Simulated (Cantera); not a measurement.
A Cantera script and its output.

```python
import numpy as np
import cantera as ct

surf = ct.Interface("diamond.yaml", "diamond_100")
gas, bulk = surf.adjacent["gas"], surf.adjacent["diamond"]
k = surf.kinetics_species_index(bulk.species_names[0])
cover = ["c6HH", "c6H*", "c6*H", "c6**", "c6HM", "c6B"]

rows, drift = [], 0.0
print(f"{'P':>10s}{'um/h':>11s}" + "".join(f"{s:>11s}" for s in cover))
for v in [510, 940, 1700, 3100, 5700, 10000, 19000, 34000]:
    T, P, xH, xCH3 = 1150, v, 0.00064, 3.4e-05
    gas.TPX = T, P, {"H": xH, "CH3": xCH3, "CH4": 0.0085, "H2": 1 - xH - xCH3 - 0.0085}
    surf.TP = bulk.TP = T, P
    surf.coverages = "c6H*:0.1, c6HH:0.9"
    surf.advance_coverages(100.0)
    before = surf.coverages
    surf.advance_coverages(100.0)
    drift = max(drift, np.max(np.abs(surf.coverages - before) / (surf.coverages + 1e-9)))
    rate = surf.net_production_rates[k] * bulk.mean_molecular_weight / bulk.density * 3.6e9
    rows.append([rate, *surf[cover].coverages])
    print(f"{v:10.4g}{rate:11.4e}" + "".join(f"{x:11.3e}" for x in rows[-1][1:]))
```

It prints:

```
         P       um/h       c6HH       c6H*       c6*H       c6**       c6HM        c6B
       510 7.7628e-03  4.998e-01  3.179e-02  4.508e-01  1.697e-02  1.754e-04  2.106e-11
       940 1.7019e-02  4.997e-01  3.179e-02  4.507e-01  1.697e-02  3.214e-04  4.618e-11
      1700 3.8796e-02  4.995e-01  3.177e-02  4.505e-01  1.696e-02  5.720e-04  1.053e-10
      3100 9.5904e-02  4.992e-01  3.175e-02  4.501e-01  1.694e-02  1.010e-03  2.602e-10
      5700 2.5419e-01  4.986e-01  3.172e-02  4.496e-01  1.692e-02  1.751e-03  6.898e-10
     1e+04 6.3982e-01  4.979e-01  3.167e-02  4.488e-01  1.690e-02  2.804e-03  1.736e-09
   1.9e+04 1.8100e+00  4.966e-01  3.159e-02  4.475e-01  1.685e-02  4.505e-03  4.911e-09
   3.4e+04 4.4297e+00  4.952e-01  3.151e-02  4.461e-01  1.680e-02  6.410e-03  1.202e-08
```

Cantera simulation using the Harris–Goodwin 1993 mechanism for the reconstructed diamond (100) surface; the numbers are that mechanism's predictions, not measurements.
